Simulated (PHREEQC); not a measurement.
A solution holds 6.7 mmol/kgw K2SO4, at 18 °C. Closed to the air; pH follows from the charge balance.

All values are PHREEQC results (ion-association model, phreeqc.dat), not measurements.

Each row changes one thing in this solution. This is a speciation only: nothing precipitates in the calculation.

| case | pH | ionic strength (mol/kgw) |
|---|---|---|
| as made | 7.17 | 0.0195 |
| K2SO4 replaced by CaSO4 at the same molality | 7.14 | (withheld) |
| K2SO4 from 0.0067 to 0.00335 mol/kgw | 7.15 | 0.00987 |
| K2SO4 from 0.0067 to 0.0134 mol/kgw | 7.20 | (withheld) |
| temperature from 18 to 55 °C | 6.68 | (withheld) |
| diluted 2-fold with water | 7.15 | 0.00987 |
| K2SO4 from 0.0067 to 0.0335 mol/kgw | 7.25 | 0.0920 |
| K2SO4 replaced by K2CO3 at the same molality | (withheld) | (withheld) |

Question: Complete the blanks.

Answer: 
- K2SO4 replaced by CaSO4 at the same molality, ionic strength (mol/kgw): 0.0207
- K2SO4 from 0.0067 to 0.0134 mol/kgw, ionic strength (mol/kgw): 0.0382
- temperature from 18 to 55 °C, ionic strength (mol/kgw): 0.0191
- K2SO4 replaced by K2CO3 at the same molality, pH: 11.09
- K2SO4 replaced by K2CO3 at the same molality, ionic strength (mol/kgw): 0.0193

Constants without temperature data keep their 25 °C values here.
